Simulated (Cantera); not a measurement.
**Thermodynamics of chlorosilane synthesis and conversion, feed Si + Cl2 + H2**

Feed: 1 mol Si, 0.56 mol Cl2, 2.1 mol H2, held at 0.100 bar.

Cantera equilibrium calculation (NASA polynomials, part measured and part estimated; ideal gas, pure solids and liquids). Candidate condensed phases: Si; 19 gas species. The tables' values for SiCl3, SiCl are old estimates; treat these amounts as uncertain. Kinetics and transport are ignored.

| T (°C) | x H2 | x HCl | x SiCl2 | x SiCl4 | x SiHCl3 | x SiCl3 | x SiH2Cl2 | n Si(s) | n Si(l) |
|---|---|---|---|---|---|---|---|---|---|
| 325 | 0.872 | 6.12e-5 | 1.88e-9 | 0.0925 | 0.0345 | 3.45e-7 | 0.000643 | 0.699 | 0 |
| 425 | 0.872 | 0.000488 | 1.93e-7 | 0.0934 | 0.0330 | 7.30e-6 | 0.000764 | 0.700 | 0 |
| 525 | 0.871 | 0.00228 | 6.09e-6 | 0.0938 | 0.0315 | 7.11e-5 | 0.000854 | 0.702 | 0 |
| 625 | 0.868 | 0.00750 | 8.75e-5 | 0.0931 | 0.0300 | 0.000410 | 0.000915 | 0.705 | 0 |
| 725 | 0.860 | 0.0191 | 0.000718 | 0.0900 | 0.0281 | 0.00162 | 0.000943 | 0.712 | 0 |
| 825 | 0.843 | 0.0400 | 0.00385 | 0.0821 | 0.0252 | 0.00474 | 0.000924 | 0.720 | 0 |
| 925 | 0.816 | 0.0709 | 0.0145 | 0.0664 | 0.0206 | 0.0104 | 0.000834 | 0.726 | 0 |
| 1025 | 0.781 | 0.107 | 0.0387 | 0.0428 | 0.0142 | 0.0166 | 0.000660 | 0.718 | 0 |
| 1125 | 0.746 | 0.136 | 0.0725 | 0.0194 | 0.00752 | 0.0182 | 0.000436 | 0.697 | 0 |
| 1225 | 0.726 | 0.150 | 0.100 | 0.00634 | 0.00315 | 0.0141 | 0.000248 | 0.676 | 0 |
| 1325 | 0.717 | 0.155 | 0.115 | 0.00182 | 0.00121 | 0.00920 | 0.000134 | 0.663 | 0 |
| 1425 | 0.714 | 0.156 | 0.123 | 0.000547 | 0.000481 | 0.00582 | 7.38e-5 | 0 | 0.657 |
x: gas mole fraction; n: condensed amount in mol.

From 325 °C to 1325 °C the condensed part is Si(s). At 1425 °C the condensed part is Si(l). The main Si-bearing gas is SiCl4 at 325 °C and SiCl2 at 1425 °C. The share of Si in condensed phases is highest at 925 °C (72.6 %) and lowest at 1425 °C (65.7 %).
